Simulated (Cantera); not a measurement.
A perfectly stirred reactor is fed with C2H6 : H2 = 1 : 19 (molar parts), at 0.00150 bar; it is held at 1700 K, and followed from long to short residence time.

Detailed kinetics in Cantera: GRI-Mech 3.0 (53 species, 325 reactions). GRI-Mech 3.0 stops at C3 and has no aromatics, soot or wall deposition, so with more carbon than oxygen in the feed, carbon stays in small species such as C2H2 where larger ones or solid carbon would form. Radical loss at walls, strong at low pressure, is not modelled.

x: mole fraction; the columns are a selection and need not sum to one.

| τ (s) | x C2H6 | x H2 | x H | x C2H2 | x CH2 | x CH4 |
|---|---|---|---|---|---|---|
| 1.1 | 5.95e-5 | 0.935 | 0.00325 | 0.0313 | 4.49e-6 | 0.0280 |
| 0.44 | 0.000138 | 0.930 | 0.00355 | 0.0268 | 6.15e-6 | 0.0361 |
| 0.17 | 0.000326 | 0.924 | 0.00393 | 0.0218 | 8.24e-6 | 0.0443 |
| 0.065 | 0.000777 | 0.920 | 0.00434 | 0.0168 | 1.06e-5 | 0.0509 |
| 0.025 | ? | 0.917 | 0.00467 | ? | ? | 0.0542 |
| 0.0096 | 0.00446 | 0.916 | 0.00478 | 0.00742 | 1.50e-5 | 0.0527 |
| 0.0037 | 0.0107 | 0.920 | 0.00439 | 0.00336 | 1.57e-5 | 0.0433 |
| 0.0014 | 0.0237 | 0.931 | 0.00323 | 0.000796 | 1.25e-5 | 0.0241 |
| 0.00054 | ? | 0.942 | ? | ? | ? | ? |

Question: Some entries are withheld; supply them.

Answer: 
- 0.025, x C2H6: 0.00185
- 0.025, x C2H2: 0.0120
- 0.025, x CH2: 1.29e-5
- 0.00054, x C2H6: 0.0387
- 0.00054, x H: 0.00178
- 0.00054, x C2H2: 6.96e-5
- 0.00054, x CH2: 5.24e-6
- 0.00054, x CH4: 0.00728
